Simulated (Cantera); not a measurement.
PbF2 + HF + N2 (halide evaporation, hydrolysis and transport)

Charge: 1 mol PbF2, 0.043 mol HF, 19 mol N2, held at 0.000570 bar.

Method: chemical equilibrium by Gibbs-energy minimisation in Cantera with the NASA 1993 tables (ideal gas, pure condensed phases). Candidate condensed phases: Pb, PbF2; 26 gas species. Equilibrium is a limit: real reactors are often held back by kinetics, nucleation or transport.

From 750 °C to 1550 °C nothing is condensed. The main Pb-bearing gas is PbF2 throughout.

```
T (°C)  log p N2  log p PbF2  log p PbF4  log p Pb  log p F  log p PbF  log p HF
------  --------  ----------  ----------  --------  -------  ---------  --------
750        -3.27       -4.96       -5.06     -5.08   -14.71      -6.26     -5.91
850        -3.27       -4.89       -5.12     -5.15   -12.83      -6.08     -5.91
950        -3.27       -4.84       -5.17     -5.21   -11.26      -5.95     -5.91
1050       -3.27       -4.80       -5.22     -5.28    -9.92      -5.84     -5.91
1150       -3.27       -4.78       -5.26     -5.34    -8.77      -5.75     -5.91
1250       -3.27       -4.76       -5.30     -5.40    -7.77      -5.68     -5.91
1350       -3.27       -4.75       -5.33     -5.45    -6.90      -5.62     -5.91
1450       -3.27       -4.74       -5.37     -5.49    -6.13      -5.56     -5.91
1550       -3.27       -4.74       -5.47     -5.47    -5.47      -5.49     -5.92
```
log p: log10 of the partial pressure in bar; nothing condenses.
